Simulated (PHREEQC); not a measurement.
A PHREEQC input (ion-association model, phreeqc.dat):

```
SOLUTION 1
  temp 25
  units mg/kgw
  pH 12.5
  pe 8.8
  Na 6060
  K 138
  Ca 89.3
  Mg 219
  Cl 10100
  S(6) 195 as SO4
  Alkalinity 235 as HCO3
  B 0.577
  Si 90.1 as SiO2
END
USE solution 1
EQUILIBRIUM_PHASES 1
  Gypsum 0 0
  CO2(g) -3.4 10
END
```

It stops with these messages:

```
WARNING: Maximum iterations exceeded, 100
WARNING: Maximum iterations exceeded, 100
WARNING: The program has failed to converge to a numerical solution.
ERROR:           Alkalinity has not converged. Total: 3.851253e-03	Calculated: 5.824144e-02	Residual: -5.439019e-02
ERROR: Is non-carbonate alkalinity greater than total alkalinity?
ERROR:                    B has not converged. Total: 5.337650e-05	Calculated: 5.335440e-05	Residual: 2.210228e-08
ERROR:                   Ca has not converged. Total: 2.228044e-03	Calculated: 2.310729e-03	Residual: -8.268461e-05
ERROR:                   Cl has not converged. Total: 2.848842e-01	Calculated: 3.768285e-01	Residual: -9.194432e-02
ERROR:                    K has not converged. Total: 3.529231e-03	Calculated: 3.592693e-03	Residual: -6.346180e-05
ERROR:                   Mg has not converged. Total: 9.007897e-03	Calculated: 8.642674e-03	Residual: 3.652235e-04
ERROR:                   Na has not converged. Total: 2.635952e-01	Calculated: 3.327093e-01	Residual: -6.911418e-02
ERROR:                 S(6) has not converged. Total: 2.029897e-03	Calculated: 1.859884e-03	Residual: 1.700127e-04
ERROR:                   Si has not converged. Total: 1.499560e-03	Calculated: 1.564155e-03	Residual: -6.459515e-05
ERROR:                   Mu Ionic strength has not converged. 	Residual: -2.012528e-02
ERROR:               A(H2O) Activity of water has not converged. 	Residual: 1.007191e-02
ERROR: Model failed to converge for initial solution  1.
```

**Question.** Why does the run stop?

**Answer.** The fault: pH typed as 12.5 with the alkalinity kept. The line should read `pH 7.55` where the input has `pH 12.5`. With the mend the run ends at pH 8.51 and ionic strength 0.302 mol/kgw.
